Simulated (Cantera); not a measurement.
Source: NASA polynomial tables (part measured, part estimated), evaluated in Cantera. Values are per mole of reaction as written; species without (g) are pure solids or liquids, kept so even where they would boil at 1 bar.

Al2Cl6(g) + 3 F2(g) = 2 AlF3(g) + 3 Cl2(g)

```json
[
 {"T (K)": "2325", "ΔH° (kJ)": "___", "ΔS° (J/K)": "___", "ΔG° (kJ)": "___", "log10 K": "___"},
 {"T (K)": "2350", "ΔH° (kJ)": "-1164.3", "ΔS° (J/K)": "95.4", "ΔG° (kJ)": "-1388.4", "log10 K": "30.86"},
 {"T (K)": "2375", "ΔH° (kJ)": "-1164.7", "ΔS° (J/K)": "95.2", "ΔG° (kJ)": "-1390.8", "log10 K": "30.59"},
 {"T (K)": "2400", "ΔH° (kJ)": "___", "ΔS° (J/K)": "___", "ΔG° (kJ)": "___", "log10 K": "___"},
 {"T (K)": "2425", "ΔH° (kJ)": "-1165.4", "ΔS° (J/K)": "94.9", "ΔG° (kJ)": "-1395.5", "log10 K": "30.06"},
 {"T (K)": "2450", "ΔH° (kJ)": "___", "ΔS° (J/K)": "___", "ΔG° (kJ)": "___", "log10 K": "___"},
 {"T (K)": "2475", "ΔH° (kJ)": "-1166.1", "ΔS° (J/K)": "94.6", "ΔG° (kJ)": "-1400.3", "log10 K": "29.55"},
 {"T (K)": "2500", "ΔH° (kJ)": "___", "ΔS° (J/K)": "___", "ΔG° (kJ)": "___", "log10 K": "___"},
 {"T (K)": "2525", "ΔH° (kJ)": "-1166.8", "ΔS° (J/K)": "94.3", "ΔG° (kJ)": "-1405.0", "log10 K": "29.06"}
]
```

### Question
Some entries are withheld; supply them.

### Answer

- 2325, ΔH° (kJ): -1163.9
- 2325, ΔS° (J/K): 95.5
- 2325, ΔG° (kJ): -1386.0
- 2325, log10 K: 31.14
- 2400, ΔH° (kJ): -1165.0
- 2400, ΔS° (J/K): 95.1
- 2400, ΔG° (kJ): -1393.2
- 2400, log10 K: 30.32
- 2450, ΔH° (kJ): -1165.8
- 2450, ΔS° (J/K): 94.7
- 2450, ΔG° (kJ): -1397.9
- 2450, log10 K: 29.80
- 2500, ΔH° (kJ): -1166.5
- 2500, ΔS° (J/K): 94.5
- 2500, ΔG° (kJ): -1402.6
- 2500, log10 K: 29.31
